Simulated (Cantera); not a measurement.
Diamond growth

A diamond (100) surface in a fixed gas of H2 with x(CH4) = 0.0082, x(CH3) = 0.00028, at 1150 K, 0.0180 bar; coverages are run to steady state.

Model: the Harris–Goodwin 1993 mechanism for the reconstructed diamond (100) surface, integrated in Cantera.

```tsv
x(H)	growth (µm/h)	θ c6HH	θ c6H*	θ c6*H	θ c6**	θ c6HM
0.0001	0.0629	0.601	0.0253	0.359	0.00465	0.00324
0.00024	0.151	0.534	0.0293	0.416	0.00954	0.00413
0.00055	0.294	0.500	0.0313	0.443	0.0148	0.00475
0.0013	0.547	0.482	0.0322	0.456	0.0193	0.00502
0.0031	1.00	0.475	0.0326	0.462	0.0219	0.00476
0.0072	1.73	0.472	0.0328	0.465	0.0233	0.00395
0.017	2.68	0.471	0.0330	0.467	0.0240	0.00275
0.04	3.57	0.472	0.0332	0.468	0.0243	0.00159
0.094	4.17	0.472	0.0335	0.469	0.0245	0.000801
```
θ: site fractions in the mechanism's names (c6HH fully hydrogenated, c6H* and c6*H radical sites, c6** diradical, c6HM methylated).
